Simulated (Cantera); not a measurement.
Input: 1 mol Cr, 3.7 mol N2O, 1.5 mol N2, held at 2623.15 K.

Method: chemical equilibrium by Gibbs-energy minimisation in Cantera with the NASA 1993 tables (ideal gas, pure condensed phases). Candidate condensed phases: Cr, CrN, Cr2N, Cr2O3; 14 gas species. Rates play no part.

Problem. Which condensed phases are stable at each of these points (P (Pa)): 0.100, 2.50, 63, 1600, 40000, 1000000?

Solution. 
```tsv
P (Pa)	condensed phases	Cr condensed (%)
0.100	gas only	0.0
2.50	gas only	0.0
63	gas only	0.0
1600	gas only	0.0
40000	Cr2O3(l)	81.8
1000000	Cr2O3(l)	98.4
```

From 1.00e-6 bar to 0.0160 bar nothing is condensed. From 0.400 bar to 10.0 bar the condensed part is Cr2O3(l).
